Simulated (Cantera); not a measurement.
A Cantera script and what it prints.

```python
import numpy as np
import cantera as ct

gas_names = """
    Cu CuF CuF2 CuO Cu2 F FO FO2 F2 F2O H HF HNO HNO2 HNO3 HOF HO2 H2 H2F2 H2O H2O2 H3F3 H4F4 H5F5 H6F6
    H7F7 N NF NF2 NF3 NH NH2 NH3 NH2OH NO NO2 NO3 N2 N2H2 N2H4 N2O O OH O2 O3
""".split()
cond_names = """
    Cu(cr) Cu(L) CuF2(s) CuF2(L) CuO(s) CuO2H2(s) Cu2O(s) Cu2O(L) H2O(s) H2O(L)
""".split()


def load(file, names, dense=False):
    # The tables refer to 1 bar. Condensed volumes are neglected.
    table = {s.name: s for s in ct.Species.list_from_file(file)}
    out = []
    for n in names:
        d = dict(table[n].input_data)
        d["thermo"] = dict(d["thermo"], **{"reference-pressure": 1e5})
        if dense:
            d["equation-of-state"] = {"model": "constant-volume", "density": "1e6 g/cm^3"}
        out.append(ct.Species.from_dict(d))
    return out


gas = ct.Solution(thermo="ideal-gas", species=load("nasa_gas.yaml", gas_names))
cond = {s.name: ct.Solution(thermo="fixed-stoichiometry", species=[s], name=s.name)
        for s in load("nasa_condensed.yaml", cond_names, dense=True)}
atoms = {
    'CuO': {'Cu': 1, 'O': 1},
    'HF': {'H': 1, 'F': 1},
    'N2': {'N': 2},
}
top_T = {'CuO(s)': 1390}  # K; cautious upper limits of use, not melting points


def equilibrate(T, P, feed):
    n = {}
    for name, mol in feed.items():
        for a, k in atoms[name].items():
            n[a] = n.get(a, 0.0) + k * mol
    gas.TPX = T, P, n
    mass = sum(n.values()) * gas.mean_molecular_weight
    gas.equilibrate("TP")
    valid = [c for c in cond.values() if c.min_temp <= T <= top_T.get(c.name, c.max_temp)]
    mix = ct.Mixture([(gas, mass / gas.mean_molecular_weight)] + [(c, 0.0) for c in valid])
    mix.T, mix.P = T, P
    mix.equilibrate("TP", solver="vcs", rtol=1e-11, max_steps=5000)
    return mix


results = []
feed = {'CuO': 1, 'HF': 30, 'N2': 96}  # mol
P = 1000  # Pa
for T in [825, 900, 975, 1050, 1125, 1200, 1275, 1350, 1425, 1500, 1575, 1650, 1725, 1800]:
    mix = equilibrate(T, P, feed)
    results.append((T, P, feed, dict(zip(mix.species_names, mix.species_moles))))

top = {s: max(r[3][s] / sum(r[3][g] for g in gas_names) for r in results) for s in gas_names}
cols = sorted((s for s in top if top[s] > 1e-05), key=lambda s: -top[s])[:6]
seen = [c for c in cond_names if any(r[3].get(c, 0) > 1e-12 for r in results)]
print("log10 of partial pressures in bar; condensed amounts in mol")
print(f"{'T/K':>10s}" + "".join(f"{s[:9]:>10s}" for s in cols + seen))
for T, P, feed, n in results:
    ng = sum(n[g] for g in gas_names)
    print(f"{T:10.4g}" + "".join(f"{np.log10(max(n[s] / ng * P / 1e5, 1e-99)):10.3f}" for s in cols)
          + "".join(f"{n.get(c, 0):10.4g}" for c in seen))
```

Result:

```
log10 of partial pressures in bar; condensed amounts in mol
       T/K        N2        HF       CuF       H2O        Cu        O2   CuF2(s)    CuO(s)   Cu2O(s)
       825    -2.118    -2.623    -8.471    -6.617   -16.220    -6.867  0.002804    0.9901  0.003408
       900    -2.118    -2.623    -7.290    -6.678   -14.366    -5.443         0    0.8159   0.09058
       975    -2.119    -2.624    -6.517    -6.286   -12.684    -4.706         0         0    0.4958
      1050    -2.119    -2.625    -5.861    -5.944   -11.088    -4.706         0         0    0.4885
      1125    -2.119    -2.625    -5.339    -5.564    -9.707    -4.707         0         0    0.4683
      1200    -2.119    -2.627    -4.909    -5.184    -8.502    -4.708         0         0    0.4197
      1275    -2.120    -2.630    -4.542    -4.834    -7.440    -4.709         0         0    0.3163
      1350    -2.120    -2.637    -4.223    -4.520    -6.500    -4.710         0         0    0.1174
      1425    -2.121    -2.640    -4.111    -4.410    -5.919    -4.709         0         0         0
      1500    -2.121    -2.640    -4.119    -4.420    -5.564    -4.704         0         0         0
      1575    -2.121    -2.640    -4.135    -4.437    -5.258    -4.695         0         0         0
      1650    -2.121    -2.639    -4.163    -4.467    -5.000    -4.680         0         0         0
      1725    -2.121    -2.638    -4.203    -4.511    -4.792    -4.660         0         0         0
      1800    -2.122    -2.637    -4.258    -4.572    -4.629    -4.639         0         0         0
```

Cantera equilibrium calculation (NASA polynomials, part measured and part estimated; ideal gas, pure solids and liquids).
